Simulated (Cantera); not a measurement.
Source: NASA polynomial tables (part measured, part estimated), evaluated in Cantera. Values are per mole of reaction as written; species without (g) are pure solids or liquids, kept so even where they would boil at 1 bar.

Li2O + Cl2(g) ⇌ 2 LiCl + O(g), with ΔH° = 31.4 kJ and ΔS° = 18.8 J/K at 300 K.

**Question.** How far is the shortcut ΔG° ≈ ΔH°(300 K) − T·ΔS°(300 K) from the full temperature-dependent value at 375, 425, 475, 525, 575, 625, 675, 725, 775, 825 K?

**Answer.** 
```
T (K)  shortcut (kJ)  full (kJ)  difference (kJ)  difference in log10 K
-----  -------------  ---------  ---------------  ---------------------
375             24.4       24.1              0.2                  -0.03
425             23.4       22.8              0.6                  -0.08
475             22.5       21.3              1.2                  -0.13
525             21.5       19.7              1.8                  -0.18
575             20.6       18.0              2.5                  -0.23
625             19.6       16.3              3.4                  -0.28
675             18.7       14.4              4.3                  -0.33
725             17.8       12.4              5.3                  -0.38
775             16.8       10.4              6.4                  -0.43
825             15.9        8.3              7.6                  -0.48
```
The shortcut ignores the heat-capacity change of the reaction.
